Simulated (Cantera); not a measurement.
# Boron, boron nitride and boron oxide: B₂O₃ + N₂ + H₂ + NH₃

Input: 1 mol B₂O₃, 5.4 mol N₂, 35 mol H₂, 1 mol NH₃, at 0.100 bar.

Cantera equilibrium calculation (NASA polynomials, part measured and part estimated; ideal gas, pure solids and liquids). Candidate condensed phases: B, BN, B₂O₃, B₃O₃H₃, H₂O; 39 gas species. Equilibrium is a limit: real reactors are often held back by kinetics, nucleation or transport.

```json
[
 {"T (K)": "1850", "x H₂": "0.822", "x N₂": "0.136", "x H": "0.00154", "x HBO": "0.0158", "x HBO₂": "0.0139"},
 {"T (K)": "1900", "x H₂": "0.821", "x N₂": "0.136", "x H": "0.00227", "x HBO": "0.0164", "x HBO₂": "0.0139"},
 {"T (K)": "1950", "x H₂": "0.819", "x N₂": "0.136", "x H": "0.00328", "x HBO": "0.0170", "x HBO₂": "0.0139"},
 {"T (K)": "2000", "x H₂": "0.817", "x N₂": "0.136", "x H": "0.00465", "x HBO": "0.0175", "x HBO₂": "0.0138"},
 {"T (K)": "2050", "x H₂": "0.814", "x N₂": "0.135", "x H": "0.00647", "x HBO": "0.0179", "x HBO₂": "0.0137"},
 {"T (K)": "2100", "x H₂": "0.811", "x N₂": "0.135", "x H": "0.00887", "x HBO": "0.0182", "x HBO₂": "0.0135"},
 {"T (K)": "2150", "x H₂": "0.807", "x N₂": "0.135", "x H": "0.0120", "x HBO": "0.0184", "x HBO₂": "0.0132"},
 {"T (K)": "2200", "x H₂": "0.803", "x N₂": "0.135", "x H": "0.0160", "x HBO": "0.0185", "x HBO₂": "0.0129"},
 {"T (K)": "2250", "x H₂": "0.797", "x N₂": "0.134", "x H": "0.0210", "x HBO": "0.0184", "x HBO₂": "0.0125"},
 {"T (K)": "2300", "x H₂": "0.791", "x N₂": "0.134", "x H": "0.0272", "x HBO": "0.0182", "x HBO₂": "0.0121"}
]
```
x: gas mole fraction; nothing condenses.

From 1850 K to 2300 K nothing is condensed. The main B-bearing gas is HBO throughout.
